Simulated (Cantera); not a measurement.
# Adiabatic ignition

An adiabatic, constant-volume homogeneous reactor starts with 23.1 % CO, 6.02 % H2, 0.810 % CH4, 14.7 % O2, 55.3 % N2, equivalence ratio 1.1, at 1250 K and 10.0 bar.

Detailed kinetics in Cantera: GRI-Mech 3.0 (53 species, 325 reactions). Above 3000 K some thermodynamic fits are extrapolated.

```csv
t (s),T (K),P (bar),x CO,x H2,x CH4,x NO2,x H2O2
6.00e-6,1250,10.0,0.231,0.0602,0.00810,<1e-12,4.99e-8
2.11e-5,2598,19.5,0.135,0.00800,<1e-12,2.17e-7,9.65e-7
7.40e-5,3075,22.3,0.0977,0.00546,<1e-12,9.91e-6,1.00e-6
0.000260,3067,22.3,0.0980,0.00551,<1e-12,1.29e-5,9.61e-7
0.000912,3067,22.3,0.0980,0.00551,<1e-12,1.29e-5,9.61e-7
0.00320,3067,22.3,0.0980,0.00551,<1e-12,1.29e-5,9.61e-7
0.0112,3067,22.3,0.0980,0.00551,<1e-12,1.29e-5,9.61e-7
0.0395,3067,22.3,0.0980,0.00551,<1e-12,1.29e-5,9.61e-7
0.139,3067,22.3,0.0980,0.00551,<1e-12,1.29e-5,9.61e-7
0.487,3067,22.3,0.0980,0.00551,<1e-12,1.29e-5,9.61e-7
1.71,3067,22.3,0.0980,0.00551,<1e-12,1.29e-5,9.61e-7
6.00,3067,22.3,0.0980,0.00551,<1e-12,1.29e-5,9.61e-7
```
x: mole fraction; the columns are a selection and need not sum to one.

```yaml
time_of_steepest_temperature_rise: 19.9 µs
temperature at 6.00 s: 3067 K
equilibrium_temperature: 3067 K
x(CO) at 6.00 s: 0.0980 (gas-phase equilibrium 0.0980)
x(H2) at 6.00 s: 0.00551 (gas-phase equilibrium 0.00551)
x(CH4) at 6.00 s: <1e-12 (gas-phase equilibrium <1e-12)
```
